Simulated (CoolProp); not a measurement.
R1123 along the isotherm -72.95 °C: density (kg/m³) from the reference equation and from simpler models built on Tc = 58.6 °C, pc = 4549 kPa, ω = 0.243; each cubic takes its own stable root.

Model: reference Helmholtz-energy equation of state, Akasaka 2020, in CoolProp.

```tsv
p (kPa)	phase	reference	van der Waals	Soave-Redlich-Kwong
21.6	gas	1.074	1.069	1.072
33.6	gas	1.680	1.668	1.675
81.5	liquid	1380	___	1260
127	liquid	1380	6.434	1260
197	liquid	1380	10.14	1260
307	liquid	1381	___	1260
479	liquid	1381	832.2	1261
745	liquid	1382	___	1261
1160	liquid	1382	835.4	___
1810	liquid	1384	838.4	1264
2810	liquid	1386	842.7	1267
```

Question: Some entries are withheld; supply them.

Answer: 
- 81.5, van der Waals: 4.087
- 307, van der Waals: 16.24
- 745, van der Waals: 833.5
- 1160, Soave-Redlich-Kwong: 1262

At some of these states van der Waals gives the other phase, because its saturation line lies elsewhere.
